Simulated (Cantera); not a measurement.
Feed: 1 mol BN, 1.4 mol H₂O, 7.9 mol N₂, at 2025 K and 0.430 bar.

Cantera equilibrium calculation (NASA polynomials, part measured and part estimated; ideal gas, pure solids and liquids). Candidate condensed phases: B, BN, B₂O₃, B₃O₃H₃, H₂O; 39 gas species. Rates play no part.

Base state: N₂ 0.814, H₂ 0.121, B₂O₃ 0.0274, HBO 0.0169, HBO₂ 0.0109, B₂O₂ 0.00618, BO 0.00202, H 0.00102 (mole fractions); condensed: gas only.

Question: What changes in the equilibrium state with this change: H₂O from 1.4 to 2.1 mol?

Answer: 
```csv
species,before,after
N₂,0.814,0.763
H₂,0.121,0.134
HBO₂,0.0109,0.0592
H₂O,0.000473,0.0259
HBO,0.0169,0.00185
B₂O₃,0.0274,0.0147
B₂O₂,0.00618,6.70e-5
OH,4.18e-7,2.18e-5
BO,0.00202,0.000210
```
